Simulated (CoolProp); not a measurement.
Vapour-liquid equilibrium of cyclohexane (1) + toluene (2) at 0.969 MPa; x and y are mole fractions of (1).

Computed with CoolProp (multi-fluid Helmholtz-energy mixture model, Zhou 2014 and Lemmon 2006; pair parameters Bell 2016).

```tsv
x	bubble temperature, mixture model (°C)	bubble temperature, Raoult's law (°C)	y, mixture model	y, Raoult's law
0.05	…	212.7	0.085	0.084
0.15	206.7	208.4	0.234	0.238
0.25	202.1	204.4	…	0.372
0.35	198.0	200.6	…	0.491
0.45	194.4	197.0	…	0.596
0.55	191.1	193.6	…	0.689
0.65	…	190.4	0.741	0.772
0.75	185.6	187.3	0.817	0.847
0.85	183.3	184.3	0.891	0.913
0.95	181.1	181.5	0.963	0.973
```

Q: Some entries are withheld; supply them.

A: 
- 0.05, bubble temperature, mixture model (°C): 212.0
- 0.25, y, mixture model: 0.363
- 0.35, y, mixture model: 0.474
- 0.45, y, mixture model: 0.572
- 0.55, y, mixture model: 0.660
- 0.65, bubble temperature, mixture model (°C): 188.2

The largest gap from Raoult's law is -2.6 K in bubble temperature, at x = 0.45. No azeotrope shows between x = 0.05 and 0.95.

Pair parameters are fitted to limited data, so mixtures are less certain than the pure fluids.
